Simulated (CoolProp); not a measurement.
C3F8 (R218) along the isotherm 110.55 °C: density (kg/m³) from the reference equation and from simpler models built on Tc = 71.9 °C, pc = 2.640 MPa, ω = 0.317; each cubic takes its own stable root.

Values from CoolProp's reference Helmholtz-energy equation of state, Lemmon 2006. It is a short technical equation, of lower accuracy than the large ones.

| p (MPa) | phase | reference |
|---|---|---|
| 0.0125 | gas | 0.7375 |
| 0.0237 | gas | 1.400 |
| 0.045 | gas | 2.662 |
| 0.0853 | gas | 5.064 |
| 0.162 | gas | 9.681 |
| 0.307 | gas | 18.59 |
| 0.581 | gas | 36.08 |
| 1.1 | gas | 72.06 |
| 2.09 | gas | 155.2 |
| 3.96 | supercritical | 419.5 |

Q: How far does each simpler model (ideal gas, Redlich-Kwong, Soave-Redlich-Kwong, Peng-Robinson) lie from the reference over these 10 states: mean and median of the absolute difference, and the worst?

A: 
- ideal gas: mean 8.6 %, median 2.0 %, worst -44.4 % at 110.55 °C and 3.96 MPa
- Redlich-Kwong: mean 1.2 %, median 0.2 %, worst +7.8 % at 110.55 °C and 3.96 MPa
- Soave-Redlich-Kwong: mean 0.6 %, median 0.1 %, worst -5.3 % at 110.55 °C and 3.96 MPa
- Peng-Robinson: mean 0.6 %, median 0.2 %, worst +2.4 % at 110.55 °C and 2.09 MPa
